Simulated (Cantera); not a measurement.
An isothermal, constant-pressure homogeneous reactor starts with NO : N2 = 3.1 : 0.2 (molar parts), at 1775 K and 0.0434 atm.

Detailed kinetics in Cantera: GRI-Mech 3.0 (53 species, 325 reactions). Radical loss at walls, strong at low pressure, is not modelled.

x: mole fraction; the columns are a selection and need not sum to one.

```json
[
 {"t (s)": "6.00e-6", "x NO": "0.939", "x N2O": "4.30e-8", "x O": "4.29e-8", "x O2": "2.43e-12", "x N2": "0.0606", "x NO2": "3.06e-11"},
 {"t (s)": "2.54e-5", "x NO": "0.939", "x N2O": "1.82e-7", "x O": "1.81e-7", "x O2": "4.34e-11", "x N2": "0.0606", "x NO2": "5.46e-10"},
 {"t (s)": "0.000108", "x NO": "0.939", "x N2O": "7.70e-7", "x O": "7.62e-7", "x O2": "7.62e-10", "x N2": "0.0606", "x NO2": "9.56e-9"},
 {"t (s)": "0.000456", "x NO": "0.939", "x N2O": "(withheld)", "x O": "(withheld)", "x O2": "(withheld)", "x N2": "0.0606", "x NO2": "(withheld)"},
 {"t (s)": "0.00193", "x NO": "0.939", "x N2O": "1.36e-5", "x O": "1.15e-5", "x O2": "2.38e-7", "x N2": "0.0606", "x NO2": "2.55e-6"},
 {"t (s)": "0.00818", "x NO": "0.939", "x N2O": "5.38e-5", "x O": "3.19e-5", "x O2": "5.69e-6", "x N2": "0.0606", "x NO2": "2.56e-5"},
 {"t (s)": "0.0346", "x NO": "0.939", "x N2O": "0.000174", "x O": "5.28e-5", "x O2": "0.000121", "x N2": "0.0607", "x NO2": "7.42e-5"},
 {"t (s)": "0.147", "x NO": "0.937", "x N2O": "0.000310", "x O": "6.33e-5", "x O2": "0.000942", "x N2": "0.0615", "x NO2": "8.81e-5"},
 {"t (s)": "0.621", "x NO": "0.929", "x N2O": "0.000314", "x O": "7.08e-5", "x O2": "0.00474", "x N2": "0.0653", "x NO2": "0.000106"},
 {"t (s)": "2.63", "x NO": "0.897", "x N2O": "(withheld)", "x O": "(withheld)", "x O2": "(withheld)", "x N2": "(withheld)", "x NO2": "(withheld)"},
 {"t (s)": "11.1", "x NO": "0.773", "x N2O": "0.000195", "x O": "0.000149", "x O2": "0.0828", "x N2": "0.144", "x NO2": "0.000260"},
 {"t (s)": "47.2", "x NO": "0.430", "x N2O": "5.44e-5", "x O": "0.000238", "x O2": "0.254", "x N2": "0.315", "x NO2": "0.000258"},
 {"t (s)": "200", "x NO": "0.0750", "x N2O": "1.57e-6", "x O": "0.000303", "x O2": "0.432", "x N2": "0.493", "x NO2": "5.95e-5"}
]
```

Q: Some entries are withheld; supply them.

A: 
- 0.000456, x N2O: 3.25e-6
- 0.000456, x O: 3.11e-6
- 0.000456, x O2: 1.34e-8
- 0.000456, x NO2: 1.65e-7
- 2.63, x N2O: 0.000284
- 2.63, x O: 9.33e-5
- 2.63, x O2: 0.0207
- 2.63, x N2: 0.0813
- 2.63, x NO2: 0.000160
